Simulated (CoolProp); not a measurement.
Values from CoolProp's reference Helmholtz-energy equation of state, Lemmon 2006. It is a short technical equation, of lower accuracy than the large ones.

Question: For C3F8 (R218), give the phase and the density (kg/m³), speed of sound (m/s) at 187 K and 3.18 MPa; 154.3 K and 0.0255 MPa.

Answer: 
- 187 K and 3.18 MPa: liquid; density 1800, speed of sound 779
- 154.3 K and 0.0255 MPa: liquid; density 1910, speed of sound 945
